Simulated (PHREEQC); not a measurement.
Consider water at 25 °C with 0.017 mol H2SO4 and 0.0032 mol CuSO4 per kg of water. Closed to the air; pH follows from the charge balance.

Equilibrium calculation in PHREEQC: ion-association model, wateq4f.dat.

Precipitation was switched off in this run.

Question: Predict the pH, ionic strength.

Answer: pH 1.69; ionic strength 0.0391 mol/kgw.

Question: In which forms is S present?

Answer: HSO4- 51 %, SO4-2 44 %, CuSO4 4.9 % of the S.

Species that the database lacks are ignored.
